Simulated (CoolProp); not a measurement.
R123 at several states: Z from the reference equation and from simpler models built on Tc = 456.8 K, pc = 3.662 MPa, ω = 0.282; each cubic takes its own stable root.

The numbers come from the reference Helmholtz-energy equation of state, Younglove 1994 in CoolProp. It is a modified Benedict-Webb-Rubin equation, recast in Helmholtz form.

| T (K) | p (MPa) | phase | reference | van der Waals | Redlich-Kwong | Soave-Redlich-Kwong | Peng-Robinson |
|---|---|---|---|---|---|---|---|
| 200.3 | 0.0405 | liquid | (withheld) | 0.003724 | (withheld) | 0.002457 | 0.002188 |
| 400.6 | 18.2 | liquid | 0.6544 | 0.9618 | 0.7187 | 0.7056 | 0.6294 |
| 467.4 | 4.77 | supercritical | (withheld) | 0.3370 | 0.2998 | 0.3139 | 0.2883 |
| 201.4 | 0.072 | liquid | (withheld) | 0.006592 | 0.004427 | 0.004348 | 0.003873 |
| 459.7 | 11.5 | supercritical | 0.4378 | 0.6135 | 0.4907 | 0.4918 | 0.4421 |

Task: Fill in the missing entries.

Result: 
- 200.3, reference: 0.002196
- 200.3, Redlich-Kwong: 0.002501
- 467.4, reference: 0.2525
- 201.4, reference: 0.003888
